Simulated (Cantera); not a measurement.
An isothermal, constant-pressure homogeneous reactor starts with 79.4 % NO, 20.6 % N2, at 1775 K and 100000 Pa.

Cantera simulation using GRI-Mech 3.0 (53 species, 325 reactions); the numbers are that mechanism's predictions, not measurements.

One state of this run: x NO = 0.781; x O = 1.22e-5; x N2 = 0.212; x NO2 = 0.000520; x O2 = 0.00577; x N2O = 0.000252. x: mole fraction; the columns are a selection and need not sum to one.

### Question
Which value of t (s) does it belong to?
A) 0.0525
B) 0.00127
C) 0.000500
D) 5.51

### Answer
A, 0.0525
